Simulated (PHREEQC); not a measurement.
Dissolve 6 mmol/kgw Na2B4O7 at 25 °C. Closed to the air; pH follows from the charge balance.

All values are PHREEQC results (Pitzer model, pitzer.dat), not measurements.

**Question.** The ionic strength comes out as 0.0120 mol/kgw. What activity coefficients do B3O3(OH)4-, Na+, OH-, B(OH)4-, B4O5(OH)4-2 get?

**Answer.** B3O3(OH)4- 0.86, Na+ 0.89, OH- 0.89, B(OH)4- 0.89, B4O5(OH)4-2 0.60. Single-ion values are on the MacInnes scale.

Precipitation was switched off in this run.
